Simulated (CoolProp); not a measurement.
A single-stage vapour-compression cycle with the fluid: evaporating at 250.15 K (dew point), condensing at 285.15 K (bubble point), superheat 5 K, subcooling 8 K, compressor efficiency 0.7, no pressure losses. The same conditions are run with several fluids, on thermodynamics alone (safety and materials aside).

Model: reference Helmholtz-energy equation of state of each fluid (R123: Younglove 1994; C3F8 (R218): Lemmon 2006; R1224YDZ: Akasaka 2023; ammonia: Gao 2020; chlorine: Thol 2021; R13: Platzer 1990), in CoolProp. The equations of Platzer and Polt are older, rougher fits.

Rank R123, C3F8 (R218), R1224YDZ, ammonia, chlorine, R13 by cooling COP, highest first.

R123 (4.69), R1224YDZ (4.66), chlorine (4.44), ammonia (4.40), C3F8 (R218) (4.28), R13 (3.88)

```json
[
 {"fluid": "R123", "pressure ratio": "5.41", "discharge temperature (K)": "311.0", "refrigerating effect (kJ/kg)": "167", "volumetric capacity (kJ/m³)": "123"},
 {"fluid": "C3F8 (R218)", "pressure ratio": "3.31", "discharge temperature (K)": "285.8", "refrigerating effect (kJ/kg)": "75.4", "volumetric capacity (kJ/m³)": "1310"},
 {"fluid": "R1224YDZ", "pressure ratio": "5.06", "discharge temperature (K)": "305.0", "refrigerating effect (kJ/kg)": "161", "volumetric capacity (kJ/m³)": "205"},
 {"fluid": "ammonia", "pressure ratio": "3.97", "discharge temperature (K)": "385.5", "refrigerating effect (kJ/kg)": "1230", "volumetric capacity (kJ/m³)": "1690"},
 {"fluid": "chlorine", "pressure ratio": "3.34", "discharge temperature (K)": "377.7", "refrigerating effect (kJ/kg)": "257", "volumetric capacity (kJ/m³)": "1430"},
 {"fluid": "R13", "pressure ratio": "2.53", "discharge temperature (K)": "307.1", "refrigerating effect (kJ/kg)": "85.9", "volumetric capacity (kJ/m³)": "5440"}
]
```
